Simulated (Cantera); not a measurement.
Standard-state values (1 bar) from the NASA 1993 polynomials, evaluated with Cantera. Values are per mole of reaction as written; species without (g) are pure solids or liquids, kept so even where they would boil at 1 bar.

6 HCl(g) + 6 Cs + N₂(g) → 2 NH₃(g) + 6 CsCl

```tsv
T (K)	ΔH° (kJ)	ΔS° (J/K)	ΔG° (kJ)	log10 K	condensed phases
300	-2195.1	-831.8	-1945.6	338.75	Cs(s), CsCl(s)
350	…	…	…	…	Cs(l), CsCl(s)
425	…	…	…	…	Cs(l), CsCl(s)
500	-2205.8	-869.7	-1770.9	185.00	Cs(l), CsCl(s)
575	-2202.6	-863.8	-1705.9	154.97	Cs(l), CsCl(s)
650	…	…	…	…	Cs(l), CsCl(s)
725	…	…	…	…	Cs(l), CsCl(s)
800	-2162.9	-808.8	-1515.9	98.98	Cs(l), CsCl(s)
```

Question: Complete the blanks.

Answer: 
- 350, ΔH° (kJ): -2208.1
- 350, ΔS° (J/K): -874.8
- 350, ΔG° (kJ): -1901.9
- 350, log10 K: 283.84
- 425, ΔH° (kJ): -2207.6
- 425, ΔS° (J/K): -873.7
- 425, ΔG° (kJ): -1836.3
- 425, log10 K: 225.69
- 650, ΔH° (kJ): -2198.1
- 650, ΔS° (J/K): -856.4
- 650, ΔG° (kJ): -1641.4
- 650, log10 K: 131.90
- 725, ΔH° (kJ): -2192.4
- 725, ΔS° (J/K): -848.2
- 725, ΔG° (kJ): -1577.5
- 725, log10 K: 113.65
